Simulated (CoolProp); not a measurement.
Vapour-liquid equilibrium of n-pentane (1) + benzene (2) at 0.984 MPa; x and y are mole fractions of (1).

Computed with CoolProp (multi-fluid Helmholtz-energy mixture model, Thol 2019 and Thol 2012; pair parameters Bell 2016).

| x | bubble temperature, mixture model (°C) | bubble temperature, Raoult's law (°C) | y, mixture model | y, Raoult's law |
|---|---|---|---|---|
| 0.05 | 171.7 | 173.3 | 0.127 | 0.119 |
| 0.125 | 164.3 | 167.5 | ___ | 0.272 |
| 0.2 | 158.1 | 162.2 | 0.395 | 0.398 |
| 0.275 | ___ | 157.2 | ___ | 0.504 |
| 0.35 | 148.5 | 152.7 | 0.567 | 0.594 |
| 0.425 | 144.6 | 148.5 | 0.633 | 0.670 |
| 0.5 | 141.2 | 144.6 | ___ | 0.735 |
| 0.575 | 138.1 | 141.0 | 0.744 | 0.792 |
| 0.65 | 135.2 | 137.5 | 0.793 | 0.841 |
| 0.725 | 132.6 | 134.3 | 0.839 | 0.883 |
| 0.8 | 130.1 | 131.3 | 0.884 | 0.921 |
| 0.875 | 127.8 | 128.5 | 0.928 | 0.954 |
| 0.95 | 125.5 | 125.8 | 0.971 | 0.983 |

Problem. Complete the blanks.

Solution. 
- 0.125, y, mixture model: 0.278
- 0.275, bubble temperature, mixture model (°C): 152.9
- 0.275, y, mixture model: 0.489
- 0.5, y, mixture model: 0.691

The largest gap from Raoult's law is -4.3 K in bubble temperature, at x = 0.275. No azeotrope shows between x = 0.05 and 0.95.

Pair parameters are fitted to limited data, so mixtures are less certain than the pure fluids.
